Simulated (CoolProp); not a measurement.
Vapour-liquid equilibrium of dimethyl ether (1) + methanol (2) at 0.00625 MPa; x and y are mole fractions of (1).

Computed with CoolProp (multi-fluid Helmholtz-energy mixture model, Wu 2011 and de Reuck 1993; pair parameters Bell 2016).

Give the bubble temperature and the first vapour's composition at x = 0.15, 0.25, 0.35. Is there an azeotrope?

x = 0.15: 214.3 K, y = 0.995; x = 0.25: 208.4 K, y = 0.997; x = 0.35: 205.5 K, y = 0.998. No azeotrope shows between x = 0.05 and 0.95.

The pair parameters rest on a limited set of measurements; away from them the model extrapolates. With so large a gap from Raoult's law the liquid may split in two, which this calculation doesn't test in full.
